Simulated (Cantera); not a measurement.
An isothermal, constant-pressure homogeneous reactor starts with NO : N2 = 1 : 0.57 (molar parts), at 1648 K and 1.00 atm. Integrator tolerance rtol = 1e-08.

Cantera simulation using GRI-Mech 3.0 (53 species, 325 reactions); the numbers are that mechanism's predictions, not measurements.

Task: What does this change do: NO 1 to 2.2 parts?

Result: 
```tsv
quantity	before	after
x(NO) at 5.00 s	0.472 (gas-phase equilibrium 0.00271)	0.554 (gas-phase equilibrium 0.00285)
x(NO2) at 5.00 s	0.00106 (gas-phase equilibrium 1.19e-5)	0.00150 (gas-phase equilibrium 1.40e-5)
x(O) at 5.00 s	7.47e-6 (gas-phase equilibrium 1.43e-5)	8.98e-6 (gas-phase equilibrium 1.59e-5)
x(N2) at 5.00 s	0.445 (gas-phase equilibrium 0.680)	0.326 (gas-phase equilibrium 0.601)
x(N2O) at 5.00 s	8.29e-5 (gas-phase equilibrium 1.50e-7)	0.000113 (gas-phase equilibrium 1.48e-7)
x(O2) at 5.00 s	0.0815 (gas-phase equilibrium 0.317)	0.119 (gas-phase equilibrium 0.396)
```

Task: What does this change do: N2 0.57 to 0.31 parts?

Result: 
| quantity | before | after |
|---|---|---|
| x(NO) at 5.00 s | 0.472 (gas-phase equilibrium 0.00271) | 0.538 (gas-phase equilibrium 0.00283) |
| x(NO2) at 5.00 s | 0.00106 (gas-phase equilibrium 1.19e-5) | 0.00141 (gas-phase equilibrium 1.36e-5) |
| x(O) at 5.00 s | 7.47e-6 (gas-phase equilibrium 1.43e-5) | 8.69e-6 (gas-phase equilibrium 1.56e-5) |
| x(N2) at 5.00 s | 0.445 (gas-phase equilibrium 0.680) | 0.349 (gas-phase equilibrium 0.617) |
| x(N2O) at 5.00 s | 8.29e-5 (gas-phase equilibrium 1.50e-7) | 0.000107 (gas-phase equilibrium 1.49e-7) |
| x(O2) at 5.00 s | 0.0815 (gas-phase equilibrium 0.317) | 0.111 (gas-phase equilibrium 0.380) |
